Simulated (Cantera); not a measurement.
An adiabatic, constant-pressure homogeneous reactor starts with CH4 : O2 : N2 : H2O = 1 : 2.27 : 6.82 : 0.7 (molar parts), equivalence ratio 0.88, at 1723 K and 500000 Pa.

Model: GRI-Mech 3.0 (53 species, 325 reactions), integrated in Cantera.

Task: Predict: time of steepest temperature rise; temperature at 9.00 s; equilibrium temperature; x(O2) at 9.00 s; x(H2O) at 9.00 s; x(OH) at 9.00 s; x(HCO) at 9.00 s; x(CO2) at 9.00 s.

Result: 
```
Quantity                                                            Result
---------------------------------  ---------------------------------------
time of steepest temperature rise                                  43.7 µs
temperature at 9.00 s                                               2909 K
equilibrium temperature                                             2909 K
x(O2) at 9.00 s                      0.0331 (gas-phase equilibrium 0.0331)
x(H2O) at 9.00 s                       0.207 (gas-phase equilibrium 0.207)
x(OH) at 9.00 s                      0.0263 (gas-phase equilibrium 0.0263)
x(HCO) at 9.00 s                   9.51e-8 (gas-phase equilibrium 9.51e-8)
x(CO2) at 9.00 s                     0.0562 (gas-phase equilibrium 0.0562)
```
